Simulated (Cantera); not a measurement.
A Cantera script and its output.

```python
import numpy as np
import cantera as ct

gas = ct.Solution("gri30.yaml")
gas.TP = 300, 100000
flame = ct.CounterflowDiffusionFlame(gas, width=0.02)
flame.fuel_inlet.X, flame.fuel_inlet.T = {'CH4': 1, 'CO': 0.14, 'N2': 0.8}, 575
flame.oxidizer_inlet.X, flame.oxidizer_inlet.T = {'O2': 0.2, 'N2': 0.8}, 398
flame.set_refine_criteria(ratio=3, slope=0.12, curve=0.24, prune=0.03)
show = ['OH', 'H', 'NO', 'CO', 'C2H2']

rows = []
print(f"{'mdot':>8s}{'a_max':>10s}{'a_mean':>10s}{'Tmax/K':>9s}" + "".join(f"{s:>11s}" for s in show) + "   (peak mole fractions)")
for i, mdot in enumerate([0.25, 0.33, 0.44, 0.59, 0.78, 1, 1.4, 1.8, 2.4, 3.2]):  # kg/m2/s on the oxidiser side
    flame.oxidizer_inlet.mdot, flame.fuel_inlet.mdot = mdot, 0.78 * mdot
    flame.solve(loglevel=0, auto=(i == 0))
    if flame.T.max() < max(575, 398) + 100:
        print(f"{mdot:8.3g}  no burning solution found from the previous one")
        break
    dT = np.abs(np.gradient(flame.T, flame.grid))
    rows.append([flame.strain_rate("max"), flame.strain_rate("mean"), flame.T.max(),
                 *(flame.X[gas.species_index(s)].max() for s in show), max(dT[0], dT[-1]) / dT.max()])
    print(f"{mdot:8.3g}{rows[-1][0]:10.1f}{rows[-1][1]:10.1f}{rows[-1][2]:9.1f}" + "".join(f"{x:11.3e}" for x in rows[-1][3:-1]))
```

Result:

```
    mdot     a_max    a_mean   Tmax/K         OH          H         NO         CO       C2H2   (peak mole fractions)
    0.25     147.8      35.7   1984.9  5.420e-03  2.897e-03  1.816e-04  7.216e-02  6.825e-03
    0.33     189.4      47.1   1972.5  5.397e-03  3.010e-03  1.666e-04  7.216e-02  6.383e-03
    0.44     246.2      62.8   1958.8  5.343e-03  3.117e-03  1.491e-04  7.216e-02  5.951e-03
    0.59     323.1      84.2   1945.1  5.277e-03  3.222e-03  1.305e-04  7.216e-02  5.549e-03
    0.78     419.2     111.4   1928.8  5.153e-03  3.289e-03  1.104e-04  7.216e-02  5.086e-03
       1     529.2     142.8   1912.0  4.993e-03  3.315e-03  9.179e-05  7.216e-02  4.627e-03
     1.4     726.1     199.9   1884.8  4.689e-03  3.280e-03  6.598e-05  7.216e-02  3.910e-03
     1.8     918.4     257.0   1856.1  4.321e-03  3.141e-03  4.609e-05  7.216e-02  3.222e-03
     2.4    1195.9     342.7   1801.0  3.576e-03  2.690e-03  2.239e-05  7.216e-02  2.106e-03
     3.2  no burning solution found from the previous one
```

Computed with Cantera and GRI-Mech 3.0 (53 species, 325 reactions). GRI-Mech 3.0 has no aromatics or soot, which form on the fuel side of real flames. The maximum strain rate includes the flame's own expansion and is several times the mean. A flux with no burning solution from the previous one only brackets extinction.
